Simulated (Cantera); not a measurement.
Ignition delay

Mixture: 7.36 % CH4, 1.18 % C2H6, 2.58 % C3H8, 18.7 % O2, 70.2 % N2, at 1000000 Pa, adiabatic and at constant pressure. Ignition delay is the time to a rise of 400 K.

Cantera simulation using GRI-Mech 3.0 (53 species, 325 reactions); the numbers are that mechanism's predictions, not measurements. GRI-Mech 3.0 was tuned for natural gas; its chemistry of propane as a main component is partial and can be far from experiment.

| T0 (K) | delay (ms) |
|---|---|
| 1298 | 0.248 |
| 1373 | 0.100 |
| 1448 | 0.0440 |
| 1523 | 0.0214 |
| 1598 | 0.0115 |

The apparent activation energy between 1448 and 1598 K is 170 kJ/mol.
